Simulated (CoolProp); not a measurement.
Vapour-liquid equilibrium of R22 (1) + R115 (2) at 1.05 bar; x and y are mole fractions of (1).

Values from CoolProp's multi-fluid Helmholtz-energy mixture model, Kamei 1995 and Lemmon 2016; pair parameters Bell 2016.

Question: Give the bubble temperature and the first vapour's composition at x = 0.2, 0.425, 0.8. Is there an azeotrope?

Answer: x = 0.2: 229.8 K, y = 0.316; x = 0.425: 228.8 K, y = 0.444; x = 0.8: 230.3 K, y = 0.716. y crosses x between x = 0.425 and 0.5: the model has an azeotrope there.

Pair parameters are fitted to limited data, so mixtures are less certain than the pure fluids.
